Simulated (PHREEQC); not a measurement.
Solution (75 °C): 1.1 mmol/kgw CdCl2. Closed to the air; pH follows from the charge balance.

Equilibrium calculation in PHREEQC: ion-association model, phreeqc.dat.

Precipitation was switched off in this run.

### Question
Order these Cd species by the share of Cd that they hold, largest first: CdCl+, Cd+2, CdCl2, CdOH+.

### Answer
Cd+2 (85 %), CdCl+ (15 %), CdCl2 (0.13 %), CdOH+ (0.10 %)

### Question
Order these Cl species by the share of Cl that they hold, largest first: Cl-, CdCl2, CdCl+.

### Answer
Cl- (93 %), CdCl+ (7.3 %), CdCl2 (0.13 %)

The pH is 5.87 and the ionic strength 0.00297 mol/kgw. Away from 25 °C the constants follow the database's enthalpies or fits; those with neither stay at their 25 °C values.
